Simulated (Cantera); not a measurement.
A closed system holds: 1 mol C₂H₄, 7.8 mol H₂, held at 4.00 bar.

Equilibrium computed with Cantera from the NASA thermochemical tables; the gas is ideal and each condensed phase is pure. Candidate condensed phases: C, C₆H₆, C₇H₈, C₈H₁₈; 86 gas species. Ions and electrons are included (thermal ionisation). Kinetics and transport are ignored.

Q: Which condensed phases are stable at each of these points (T (°C)): 2227, 2727, 3227, 3727, 4227, 4727?

A: 
```tsv
T (°C)	condensed phases	C condensed (%)
2227	C(graphite)	89.1
2727	C(graphite)	40.4
3227	gas only	0.0
3727	gas only	0.0
4227	gas only	0.0
4727	gas only	0.0
```

From 2227 °C to 2727 °C the condensed part is C(graphite). From 3227 °C to 4727 °C nothing is condensed.
